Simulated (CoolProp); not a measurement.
Vapour-liquid equilibrium of R143a (1) + fluoroethane (R161) (2) at 18.7 bar; x and y are mole fractions of (1).

Values from CoolProp's multi-fluid Helmholtz-energy mixture model, Lemmon and Jacobsen 2000 and Wu 2012; pair parameters Bell 2016.

```
x      bubble temperature (K)  y at the bubble point  dew temperature at overall composition x (K)  liquid density (mol/L)
-----  ----------------------  ---------------------  --------------------------------------------  ----------------------
0.05                    325.7                  0.061                                         325.9                   13.16
0.125                   324.6                  0.149                                         324.9                   12.90
0.2                     323.5                  0.234                                         324.0                   12.64
0.275                   322.5                  0.316                                         323.0                   12.38
0.35                    321.5                  0.395                                         322.1                   12.13
0.425                   320.6                  0.471                                         321.1                   11.89
0.5                     319.6                  0.545                                         320.2                   11.65
0.575                   318.7                  0.618                                         319.3                   11.41
0.65                    317.9                  0.688                                         318.3                   11.19
0.725                   317.0                  0.757                                         317.4                   10.96
0.8                     316.2                  0.825                                         316.5                   10.74
0.875                   315.4                  0.892                                         315.6                   10.53
0.95                    314.6                  0.957                                         314.6                   10.32
```

No azeotrope shows between x = 0.05 and 0.95.

Pair parameters are fitted to limited data, so mixtures are less certain than the pure fluids.
